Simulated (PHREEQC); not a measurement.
Make-up at 58 °C: 24 mmol/kgw Pb(NO3)2, 2.3 mmol/kgw KBr and 0.041 mmol/kgw Na2SO4. Closed to the air; pH follows from the charge balance.

Model: ion-association model, wateq4f.dat, run in PHREEQC.

Precipitation was switched off in this run.

Order these S species by the share of S that they hold, largest first: PbSO4, SO4-2, KSO4-.

PbSO4 (62 %), SO4-2 (37 %), KSO4- (0.40 %)

The pH is 4.76 and the ionic strength 0.0632 mol/kgw. Examples of supersaturated solids here: Larnakite, Pb(OH)2. Others may be too. Species that the database lacks are ignored. At this temperature some constants are extrapolated from 25 °C, and those without enthalpy data are left unchanged.
